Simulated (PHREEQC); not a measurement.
Consider water at 19 °C with 0.37 mol CuCl2 and 0.00045 mol HCl per kg of water. Closed to the air; pH follows from the charge balance.

The numbers come from PHREEQC with the ion-association model, phreeqc.dat.

```json
[
 {"quantity": "pH", "before": "3.47", "after": "3.38"},
 {"quantity": "ionic strength (mol/kgw)", "before": "0.930", "after": "0.496"},
 {"quantity": "Cl- (mol/kgw)", "before": "0.646", "after": "0.416"}
]
```

Task: Which change was made?
(A) temperature from 19 to 5 °C
(B) HCl from 0.00045 to 0.000675 mol/kgw
(C) temperature from 19 to 90 °C
(D) HCl left out
(E) diluted 2-fold with water

Result: C, temperature from 19 to 90 °C

No solid was allowed to form. The ionic strength passes 0.7 mol/kgw, the rough limit of the ion-association models, in before. Constants without temperature data keep their 25 °C values here.
